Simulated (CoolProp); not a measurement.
Vapour-liquid equilibrium of n-hexane (1) + hexamethyldisiloxane (MM) (2) at 55.35 °C; x and y are mole fractions of (1).

Values from CoolProp's multi-fluid Helmholtz-energy mixture model, Thol 2019 and Thol 2016; pair parameters Bell 2016.

```csv
x,"bubble pressure, mixture model (MPa)","bubble pressure, Raoult's law (MPa)","y, mixture model","y, Raoult's law"
0.05,…,0.02400,0.122,0.136
0.2,0.02902,0.03051,0.393,0.428
0.35,…,0.03703,0.585,0.617
0.5,0.04064,0.04354,0.732,0.749
0.65,0.04745,0.05006,0.845,0.847
0.8,…,0.05657,…,0.923
0.95,0.06271,0.06309,0.986,0.983
```

Some entries are withheld; supply them.


- 0.05, bubble pressure, mixture model (MPa): 0.02367
- 0.35, bubble pressure, mixture model (MPa): 0.03456
- 0.8, bubble pressure, mixture model (MPa): 0.05493
- 0.8, y, mixture model: 0.929

The largest gap from Raoult's law is -6.7 % in bubble pressure, at x = 0.35. No azeotrope shows between x = 0.05 and 0.95.

Pair parameters are fitted to limited data, so mixtures are less certain than the pure fluids.
